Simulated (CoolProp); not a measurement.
Vapour-liquid equilibrium of diethyl ether (1) + benzene (2) at 426.5 K; x and y are mole fractions of (1).

Values from CoolProp's multi-fluid Helmholtz-energy mixture model, Thol 2014 and Thol 2012; pair parameters Bell 2016.

```tsv
x	bubble pressure (kPa)	y at the bubble point	dew pressure at overall composition x (kPa)	liquid density (mol/L)
0.05	679.7	0.118	646.0	9.182
0.2	850.5	0.380	725.7	8.876
0.35	1025	0.561	827.0	8.560
0.5	1206	0.697	959.2	8.228
0.65	1394	0.804	1137	7.874
0.8	1595	0.894	1386	7.486
0.95	1813	0.974	1742	7.047
```

No azeotrope shows between x = 0.05 and 0.95.

The pair parameters rest on a limited set of measurements; away from them the model extrapolates.
